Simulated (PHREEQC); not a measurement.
A solution holds 0.12 mol NaH2PO4, 0.019 mol HF and 0.11 mol Na2SO4 per kg of water, at 20 °C. Closed to the air; pH follows from the charge balance.

Computed with PHREEQC (ion-association model, phreeqc.dat).

```
quantity                  before   after
------------------------  ------  ------
pH                          3.07    1.83
ionic strength (mol/kgw)   0.392   0.399
SO4-2 (mol/kgw)           0.0799  0.0627
NaSO4- (mol/kgw)          0.0282  0.0225
```

Task: Which change was made?
A) 0.11 mol/kgw HCl added
B) temperature from 20 to 40 °C
C) HF from 0.019 to 0.0285 mol/kgw
D) HF from 0.019 to 0.038 mol/kgw
E) temperature from 20 to 15 °C

Result: A, 0.11 mol/kgw HCl added

This is a speciation only: nothing precipitates in the calculation.
